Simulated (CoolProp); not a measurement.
Properties of hexamethyldisiloxane (MM) along the isobar 2.58 MPa.

Computed with CoolProp (reference Helmholtz-energy equation of state, Thol 2016).

```csv
T (K),phase,Z,cp (kJ/(kg K)),cv (kJ/(kg K)),speed of sound (m/s),isothermal compressibility (1/MPa)
359.8,liquid,0.2006,2.061,1.696,696.3,0.003592
374,liquid,0.1976,2.102,1.732,651.6,0.004192
388.2,liquid,0.1951,2.144,1.768,607.3,0.004942
402.3,liquid,0.1932,2.186,1.803,563.5,0.005890
416.5,liquid,0.1919,2.230,1.838,519.4,0.007136
430.7,liquid,0.1913,2.277,1.873,475.0,0.008811
444.8,liquid,0.1916,2.326,1.908,430.5,0.01113
459,liquid,0.1927,2.381,1.943,384.8,0.01453
473.2,liquid,0.1952,2.445,1.978,337.7,0.01987
487.3,liquid,0.1994,2.526,2.014,288.9,0.02898
501.5,liquid,0.2066,2.644,2.052,236.1,0.04755
515.7,liquid,0.2201,2.871,2.095,176.9,0.09864
529.8,supercritical,0.2556,3.697,2.152,107.8,0.3974
544,supercritical,0.4105,4.076,2.182,82.16,1.226
558.2,supercritical,0.5348,2.957,2.174,99.21,0.8187
```

The peak of cp marks the crossing from liquid-like to gas-like fluid above the critical point.
